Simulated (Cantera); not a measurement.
A perfectly stirred reactor is fed with H₂ : O₂ : N₂ : H₂O = 1 : 1.16 : 11.4 : 0.7 (molar parts), equivalence ratio 0.43, at 750 Torr; it is adiabatic with a 725 K inlet, and is followed from long to short residence time, starting on the burning branch (τ in s: 0.38, 0.11, 0.031, 0.0091, 0.0026, 0.00076, 0.00022, 6.3e-05, 1.8e-05).

Cantera simulation using the H2/O2 subset of GRI-Mech 3.0, which has no nitrogen chemistry; the numbers are that mechanism's predictions, not measurements.

One state of this run: T (K) = 1229; x H₂ = 0.00251; x O₂ = 0.0489; x H₂O = 0.120; x H₂O₂ = 2.64e-6; x H = 0.000289. x: mole fraction; the columns are a selection and need not sum to one.

Task: Which value of τ (s) does it belong to?
A. 6.3e-5
B. 0.00022
C. 0.0026
D. 0.00076

Result: C, 0.0026
